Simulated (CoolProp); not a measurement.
Vapour-liquid equilibrium of R152A (1) + n-butane (2) at 331.6 K; x and y are mole fractions of (1).

Values from CoolProp's multi-fluid Helmholtz-energy mixture model, Outcalt 1996 and Bücker 2006; pair parameters Bell 2016.

```csv
x,"bubble pressure, mixture model (bar)","bubble pressure, Raoult's law (bar)","y, mixture model","y, Raoult's law"
0.05,7.638,6.560,…,0.110
0.2,…,7.808,0.464,0.371
0.35,…,9.057,0.576,0.559
0.5,13.53,10.31,0.654,0.702
0.65,14.29,11.55,…,0.814
0.8,…,12.80,0.817,0.904
0.95,14.67,14.05,…,0.978
```

Fill in the missing entries.


- 0.05, y, mixture model: 0.204
- 0.2, bubble pressure, mixture model (bar): 10.67
- 0.35, bubble pressure, mixture model (bar): 12.41
- 0.65, y, mixture model: 0.728
- 0.8, bubble pressure, mixture model (bar): 14.73
- 0.95, y, mixture model: 0.943

The largest gap from Raoult's law is +37.0 % in bubble pressure, at x = 0.35. y crosses x between x = 0.8 and 0.95: the model has an azeotrope there.

The pair parameters rest on a limited set of measurements; away from them the model extrapolates.
